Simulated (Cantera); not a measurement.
**Diamond growth**

A diamond (100) surface in a fixed gas of H2 with x(CH4) = 0.0075, x(CH3) = 4.7e-05, at 1073 K, 150 Torr; coverages are run to steady state.

Model: the Harris–Goodwin 1993 mechanism for the reconstructed diamond (100) surface, integrated in Cantera.

| x(H) | growth (µm/h) | θ c6HH | θ c6H* | θ c6*H | θ c6** | θ c6HM |
|---|---|---|---|---|---|---|
| 0.0001 | 1.23 | 0.577 | 0.0205 | 0.347 | 0.00516 | 0.0341 |
| 0.00022 | 2.40 | 0.545 | 0.0224 | 0.379 | 0.00839 | 0.0305 |
| 0.00047 | 3.77 | 0.533 | 0.0236 | 0.398 | 0.0113 | 0.0225 |
| 0.001 | 4.98 | 0.531 | 0.0243 | 0.411 | 0.0133 | 0.0141 |
| 0.0022 | 5.85 | 0.531 | 0.0248 | 0.418 | 0.0146 | 0.00753 |
| 0.0047 | 6.33 | 0.532 | 0.0252 | 0.422 | 0.0153 | 0.00382 |
| 0.01 | 6.58 | 0.532 | 0.0255 | 0.424 | 0.0157 | 0.00187 |
| 0.022 | 6.73 | 0.532 | 0.0261 | 0.424 | 0.0160 | 0.000867 |
| 0.048 | 6.84 | 0.532 | 0.0272 | 0.424 | 0.0162 | 0.000404 |
θ: site fractions in the mechanism's names (c6HH fully hydrogenated, c6H* and c6*H radical sites, c6** diradical, c6HM methylated).
